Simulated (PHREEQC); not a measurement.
Make-up at 25 °C: 4.5 mmol/kgw NH4HF2, 0.39 mmol/kgw (NH4)2SiF6, 0.59 mmol/kgw H3PO4 and 3.8 mmol/kgw HCl. Closed to the air; pH follows from the charge balance.

All values are PHREEQC results (ion-association model, phreeqc.dat), not measurements.

This is a speciation only: nothing precipitates in the calculation.

Q: Predict the pH, ionic strength.

A: pH 2.69; ionic strength 0.00786 mol/kgw.

Q: In which forms is F present?

A: HF 57 %, F- 21 %, SiF6-2 21 %, HF2- 1.0 % of the F.

SiF6-2 is the database's only silicon fluoride.
